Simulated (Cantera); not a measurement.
Feed: 1 mol Si, 1.4 mol HCl, 17 mol H₂, at 101000 Pa.

Cantera equilibrium calculation (NASA polynomials, part measured and part estimated; ideal gas, pure solids and liquids). Candidate condensed phases: Si; 19 gas species. Kinetics and transport are ignored.

Problem. At 698 K, list the 6 most abundant gas species with their mole fractions, and the condensed phases.

Solution. H₂ 0.977, SiHCl₃ 0.0118, SiCl₄ 0.0101, SiH₂Cl₂ 0.000897, HCl 0.000166, SiH₃Cl 1.46e-5. Condensed: Si(s).
